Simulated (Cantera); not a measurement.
Charge: 1 mol Cu2O, 3.9 mol C, 7.7 mol N2, equilibrated at 7.50 Torr.

These are equilibrium values from Cantera (NASA tables, ideal gas, pure condensed phases), not measurements of a reactor. Candidate condensed phases: C, Cu, CuO, Cu2O; 27 gas species. Equilibrium is a limit: real reactors are often held back by kinetics, nucleation or transport.

Problem. What share of the Cu ends up in condensed phases as a function of T (K), at 1350, 1450, 1550, 1650, 1750, 1850, 1950, 2050, 2150, 2250?

Solution. 
| T (K) | Cu condensed (%) | as |
|---|---|---|
| 1350 | 100.0 | Cu(s) |
| 1450 | 99.9 | Cu(l) |
| 1550 | 99.2 | Cu(l) |
| 1650 | 96.4 | Cu(l) |
| 1750 | 86.6 | Cu(l) |
| 1850 | 54.1 | Cu(l) |
| 1950 | 0.0 | - |
| 2050 | 0.0 | - |
| 2150 | 0.0 | - |
| 2250 | 0.0 | - |
